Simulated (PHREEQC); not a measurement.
A solution holds 16 mmol/kgw Al2(SO4)3, 0.81 mmol/kgw ZnCl2, 0.033 mmol/kgw HCl and 6.7 mmol/kgw Na2SO4, at 25 °C. Closed to the air; pH follows from the charge balance.

Model: ion-association model, phreeqc.dat, run in PHREEQC.

```
Quantity                   Value
----------------  --------------
pH                          4.00
ionic strength    0.0788 mol/kgw
total alkalinity  -0.0330 meq/kg
```

| species | molality | activity | log γ |
|---|---|---|---|
| AlSO4+ | 0.0226 | 0.0179 | -0.101 |
| SO4-2 | 0.0198 | 0.00796 | -0.395 |
| Na+ | 0.0129 | 0.0103 | -0.098 |
| Al(SO4)2- | 0.00568 | 0.00450 | -0.101 |
| Al+3 | 0.00359 | 0.000710 | -0.704 |
| Cl- | 0.00165 | 0.00129 | -0.106 |
| NaSO4- | 0.000512 | 0.000411 | -0.096 |
| Zn+2 | 0.000434 | 0.000176 | -0.392 |
| ZnSO4 | 0.000322 | 0.000328 | 0.008 |
| AlOH+2 | 0.000170 | 7.06e-5 | -0.382 |
| H+ | 0.000120 | 9.98e-5 | -0.078 |

This is a speciation only: nothing precipitates in the calculation. The solution is supersaturated, for example in Gibbsite (slow to form), so a real one may precipitate; this is no full list. Species that the database lacks are ignored.
